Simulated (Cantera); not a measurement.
A perfectly stirred reactor is fed with CH₄ : H₂ : O₂ : N₂ = 1 : 1 : 4.9 : 18.4 (molar parts), equivalence ratio 0.51, at 0.300 bar; it is adiabatic with a 375 K inlet, and is followed from long to short residence time, starting on the burning branch (τ in s: 0.13, 0.057, 0.026, 0.012, 0.0055, 0.0025, 0.0012, 0.00053, 0.00024, 0.00011, 5.1e-05, 2.3e-05).

Cantera simulation using GRI-Mech 3.0 (53 species, 325 reactions); the numbers are that mechanism's predictions, not measurements.

Q: What does this change do: pressure from 0.300 bar to 5.00 bar?

A: 
```csv
quantity,before,after
"blow-out, bracketed by the residence times tried","burning at 0.530 ms, out at 0.240 ms","burning at 0.530 ms, out at 0.240 ms"
x(CH₄) at τ = 0.130 s,1.50e-5,8.83e-6
x(H₂) at τ = 0.130 s,0.000272,1.74e-5
x(O₂) at τ = 0.130 s,0.0965,0.0968
x(CO₂) at τ = 0.130 s,0.0398,0.0402
x(C₂H₄) at τ = 0.130 s,7.42e-10,6.91e-9
x(CH₄) at τ = 1.20 ms,0.000450,0.000257
x(H₂) at τ = 1.20 ms,0.00404,0.000549
x(O₂) at τ = 1.20 ms,0.101,0.0987
x(CO₂) at τ = 1.20 ms,0.0300,0.0368
x(C₂H₄) at τ = 1.20 ms,4.80e-8,8.33e-7
```
